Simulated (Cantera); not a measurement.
What does this Cantera script print?

```python
import numpy as np
import cantera as ct

gas_names = """
    H H2 Si SiH SiH2 SiH3 SiH4 Si2 Si3
""".split()
cond_names = """
    Si(cr) Si(L)
""".split()


# ... load() reads the species with a 1 bar reference pressure and builds the phases ...
atoms = {
    'Si': {'Si': 1},
    'H2': {'H': 2},
}
top_T = {}  # K; cautious upper limits of use, not melting points


# ... equilibrate(T, P, feed) seeds the gas with the atoms and calls Mixture.equilibrate('TP', solver="vcs", rtol=1e-11, max_steps=5000) ...
results = []
feed = {'Si': 1, 'H2': 0.48}  # mol
P = 101325  # Pa
for T in [823, 973, 1123, 1273, 1423, 1573, 1723]:
    mix = equilibrate(T, P, feed)
    results.append((T, P, feed, dict(zip(mix.species_names, mix.species_moles))))
    x = sorted(zip(gas.X, gas.species_names), reverse=True)
    print(f"T = {T:g} K  P = {P:g} Pa  gas = {mix.phase_moles(0):.4g} mol")
    print("   x: " + "  ".join(f"{s} {v:.3e}" for v, s in x if v > 0.0001))
    print("   condensed (mol): " + ("  ".join(f"{mix.phase(i).name} {mix.phase_moles(i):.4g}"
          for i in range(1, mix.n_phases) if mix.phase_moles(i) > 1e-12) or "none"))
```

Result:

```
T = 823 K  P = 101325 Pa  gas = 0.48 mol
   x: H2 1.000e+00
   condensed (mol): Si(cr) 1
T = 973 K  P = 101325 Pa  gas = 0.48 mol
   x: H2 1.000e+00
   condensed (mol): Si(cr) 1
T = 1123 K  P = 101325 Pa  gas = 0.48 mol
   x: H2 1.000e+00
   condensed (mol): Si(cr) 1
T = 1273 K  P = 101325 Pa  gas = 0.48 mol
   x: H2 1.000e+00
   condensed (mol): Si(cr) 1
T = 1423 K  P = 101325 Pa  gas = 0.48 mol
   x: H2 1.000e+00
   condensed (mol): Si(cr) 1
T = 1573 K  P = 101325 Pa  gas = 0.48 mol
   x: H2 1.000e+00
   condensed (mol): Si(cr) 1
T = 1723 K  P = 101325 Pa  gas = 0.48 mol
   x: H2 9.998e-01  H 1.811e-04
   condensed (mol): Si(L) 1
```

These are equilibrium values from Cantera (NASA tables, ideal gas, pure condensed phases), not measurements of a reactor. Gases not in the tables: Si2H6 and higher silanes.
